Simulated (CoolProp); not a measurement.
A closed Brayton cycle with dry air: compressor inlet 333.15 K and 7.1 MPa, high pressure 24.1 MPa, turbine inlet 945 K, compressor efficiency 0.89, turbine efficiency 0.9, recuperator effectiveness 0.8 (on enthalpy, no pinch check). Each further row changes one setting.

Computed with CoolProp (reference Helmholtz-energy equation of state, Lemmon 2000). It is a pseudo-pure fit of the blend.

```json
[
 {"case": "as stated", "thermal efficiency (%)": "32.3", "net work (kJ/kg)": "103", "compressor to turbine work": "0.62", "compressor exit (K)": "491.1", "turbine exit (K)": "713.2"},
 {"case": "turbine inlet 895 K", "thermal efficiency (%)": "30.0", "net work (kJ/kg)": "89.0", "compressor to turbine work": "0.65", "compressor exit (K)": "491.1", "turbine exit (K)": "673.5"},
 {"case": "compressor inlet 343.15 K", "thermal efficiency (%)": "31.0", "net work (kJ/kg)": "98.1", "compressor to turbine work": "0.64", "compressor exit (K)": "505.4", "turbine exit (K)": "713.2"},
 {"case": "high pressure 20.5 MPa", "thermal efficiency (%)": "32.6", "net work (kJ/kg)": "97.8", "compressor to turbine work": "0.59", "compressor exit (K)": "467.0", "turbine exit (K)": "740.4"},
 {"case": "recuperator effectiveness 0.5", "thermal efficiency (%)": "26.4", "net work (kJ/kg)": "103", "compressor to turbine work": "0.62", "compressor exit (K)": "491.1", "turbine exit (K)": "713.2"}
]
```
